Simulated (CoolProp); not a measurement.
Ammonia at several states: density (kg/m³) from the reference equation and from simpler models built on Tc = 132.4 °C, pc = 113.6 bar, ω = 0.256; each cubic takes its own stable root.

Values from CoolProp's reference Helmholtz-energy equation of state, Gao 2020.

```tsv
T (°C)	p (bar)	phase	reference
146.35	175	supercritical	345.9
177.85	174	supercritical	157.0
253.35	13.9	gas	5.503
257.25	0.692	gas	0.2675
440.35	27.9	gas	8.084
```

Q: How far does each simpler model (ideal gas, Soave-Redlich-Kwong) lie from the reference over these 5 states: mean and median of the absolute difference, and the worst?

A: 
- ideal gas: mean 25.5 %, median 1.7 %, worst -75.3 % at 146.35 °C and 175 bar
- Soave-Redlich-Kwong: mean 7.8 %, median 0.4 %, worst -27.0 % at 146.35 °C and 175 bar
